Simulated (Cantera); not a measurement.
A perfectly stirred reactor is fed with H2 : O2 : N2 : H2O = 1 : 0.595 : 2.24 : 0.21 (molar parts), equivalence ratio 0.84, at 0.987 atm; it is adiabatic with a 798 K inlet, and is followed from long to short residence time, starting on the burning branch (τ in s: 0.059, 0.032, 0.017, 0.0093, 0.005, 0.0027, 0.0015, 0.00079, 0.00042, 0.00023, 0.00012, 6.7e-05).

Computed with Cantera and GRI-Mech 3.0 (53 species, 325 reactions).

### Question
What does this change do: inlet temperature 798 to 448 K?

### Answer
```
quantity                                                                          before                                   after
------------------------------------------------  --------------------------------------  --------------------------------------
blow-out, bracketed by the residence times tried  burning at 67.0 µs, the shortest tried  burning at 67.0 µs, the shortest tried
x(H2) at τ = 59.0 ms                                                             0.00876                                 0.00333
x(O2) at τ = 59.0 ms                                                              0.0252                                  0.0261
x(H2O) at τ = 59.0 ms                                                              0.322                                   0.333
x(HO2) at τ = 59.0 ms                                                            4.31e-6                                 2.59e-6
x(N2O) at τ = 59.0 ms                                                            2.86e-7                                 2.02e-7
x(H2) at τ = 1.50 ms                                                              0.0167                                  0.0134
x(O2) at τ = 1.50 ms                                                              0.0298                                  0.0298
x(H2O) at τ = 1.50 ms                                                              0.307                                   0.315
x(HO2) at τ = 1.50 ms                                                            5.87e-6                                 7.49e-6
x(N2O) at τ = 1.50 ms                                                            1.83e-7                                 1.61e-7
```

### Question
What does this change do: inlet temperature 798 to 550 K?

### Answer
```json
[
 {"quantity": "blow-out, bracketed by the residence times tried", "before": "burning at 67.0 µs, the shortest tried", "after": "burning at 67.0 µs, the shortest tried"},
 {"quantity": "x(H2) at τ = 59.0 ms", "before": "0.00876", "after": "0.00448"},
 {"quantity": "x(O2) at τ = 59.0 ms", "before": "0.0252", "after": "0.0258"},
 {"quantity": "x(H2O) at τ = 59.0 ms", "before": "0.322", "after": "0.331"},
 {"quantity": "x(HO2) at τ = 59.0 ms", "before": "4.31e-6", "after": "3.03e-6"},
 {"quantity": "x(N2O) at τ = 59.0 ms", "before": "2.86e-7", "after": "2.20e-7"},
 {"quantity": "x(H2) at τ = 1.50 ms", "before": "0.0167", "after": "0.0143"},
 {"quantity": "x(O2) at τ = 1.50 ms", "before": "0.0298", "after": "0.0298"},
 {"quantity": "x(H2O) at τ = 1.50 ms", "before": "0.307", "after": "0.313"},
 {"quantity": "x(HO2) at τ = 1.50 ms", "before": "5.87e-6", "after": "6.71e-6"},
 {"quantity": "x(N2O) at τ = 1.50 ms", "before": "1.83e-7", "after": "1.63e-7"}
]
```

### Question
What does this change do: N2 2.24 to 3.5 parts?

### Answer
```json
[
 {"quantity": "blow-out, bracketed by the residence times tried", "before": "burning at 67.0 µs, the shortest tried", "after": "burning at 67.0 µs, the shortest tried"},
 {"quantity": "x(H2) at τ = 59.0 ms", "before": "0.00876", "after": "0.00219"},
 {"quantity": "x(O2) at τ = 59.0 ms", "before": "0.0252", "after": "0.0195"},
 {"quantity": "x(H2O) at τ = 59.0 ms", "before": "0.322", "after": "0.247"},
 {"quantity": "x(HO2) at τ = 59.0 ms", "before": "4.31e-6", "after": "1.53e-6"},
 {"quantity": "x(N2O) at τ = 59.0 ms", "before": "2.86e-7", "after": "1.87e-7"},
 {"quantity": "x(H2) at τ = 1.50 ms", "before": "0.0167", "after": "0.0118"},
 {"quantity": "x(O2) at τ = 1.50 ms", "before": "0.0298", "after": "0.0230"},
 {"quantity": "x(H2O) at τ = 1.50 ms", "before": "0.307", "after": "0.230"},
 {"quantity": "x(HO2) at τ = 1.50 ms", "before": "5.87e-6", "after": "6.25e-6"},
 {"quantity": "x(N2O) at τ = 1.50 ms", "before": "1.83e-7", "after": "1.44e-7"}
]
```
